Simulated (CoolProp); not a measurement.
Properties of ethanol at several states (Tc = 241.6 °C, pc = 62.68 bar, ω = 0.644).

The numbers come from the reference Helmholtz-energy equation of state, Schroeder 2014 in CoolProp.

```json
[
 {"T (°C)": "315.45", "p (bar)": "16.1", "phase": "gas", "density (kg/m³)": "?", "cv (kJ/(kg K))": "2.223", "isothermal compressibility (1/MPa)": "0.6485", "expansivity (1/kK)": "2.064", "viscosity (µPa s)": "17.5", "conductivity (mW/(m K))": "52.2"},
 {"T (°C)": "24.55", "p (bar)": "70.9", "phase": "liquid", "density (kg/m³)": "791.6", "cv (kJ/(kg K))": "2.037", "isothermal compressibility (1/MPa)": "?", "expansivity (1/kK)": "?", "viscosity (µPa s)": "1140", "conductivity (mW/(m K))": "167"},
 {"T (°C)": "68.65", "p (bar)": "0.247", "phase": "gas", "density (kg/m³)": "0.4040", "cv (kJ/(kg K))": "1.402", "isothermal compressibility (1/MPa)": "40.85", "expansivity (1/kK)": "3.057", "viscosity (µPa s)": "10.1", "conductivity (mW/(m K))": "19.5"}
]
```

Complete the blanks.


- 315.45, density (kg/m³): 15.80
- 24.55, isothermal compressibility (1/MPa): 0.001063
- 24.55, expansivity (1/kK): 1.044

Viscosity comes from a separate model (Kiselev 2005). Thermal conductivity comes from a separate model (Assael 2013).
